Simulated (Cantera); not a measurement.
Charge: 1 mol C₂H₄, 0.68 mol H₂, at 2298 K and 3.80 bar.

Cantera equilibrium calculation (NASA polynomials, part measured and part estimated; ideal gas, pure solids and liquids). Candidate condensed phases: C, C₆H₆, C₇H₈, C₈H₁₈; 76 gas species. Rates play no part.

Base state: H₂ 0.990, H 0.00489, C₂H₂ (acetylene) 0.00424, CH₄ 0.000800, CH₃ 7.43e-5, C₂H₄ 2.53e-5 (mole fractions); condensed: C(graphite).

Question: What changes in the equilibrium state with this change: temperature from 2298 K to 1050 K?

Answer: 
| species | before | after |
|---|---|---|
| H₂ | 0.990 | 0.845 |
| CH₄ | 0.000800 | 0.155 |
| C₂H₄ | 2.53e-5 | 1.99e-6 |
| H | 0.00489 | 3.82e-9 |
| C₂H₂ (acetylene) | 0.00424 | 3.49e-9 |
| CH₃ | 7.43e-5 | 1.25e-8 |
| C(graphite), mol | 1.97 | 1.64 |
